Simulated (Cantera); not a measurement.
An isothermal, constant-pressure homogeneous reactor starts with 34.5 % NO, 65.5 % N₂, at 1873 K and 0.760 bar.

Computed with Cantera and GRI-Mech 3.0 (53 species, 325 reactions).

### Question
Predict: x(NO) at 30.0 s; x(N₂O) at 30.0 s; x(NO₂) at 30.0 s; x(O) at 30.0 s; x(O₂) at 30.0 s; x(N₂) at 30.0 s.

### Answer
```json
{
  "x(NO) at 30.0 s": "0.0113 (gas-phase equilibrium 0.00487)",
  "x(N₂O) at 30.0 s": "2.87e-7 (gas-phase equilibrium 2.48e-7)",
  "x(NO₂) at 30.0 s": "1.91e-5 (gas-phase equilibrium 8.27e-6)",
  "x(O) at 30.0 s": "0.000111 (gas-phase equilibrium 0.000112)",
  "x(O₂) at 30.0 s": "0.167 (gas-phase equilibrium 0.170)",
  "x(N₂) at 30.0 s": "0.822 (gas-phase equilibrium 0.825)"
}
```
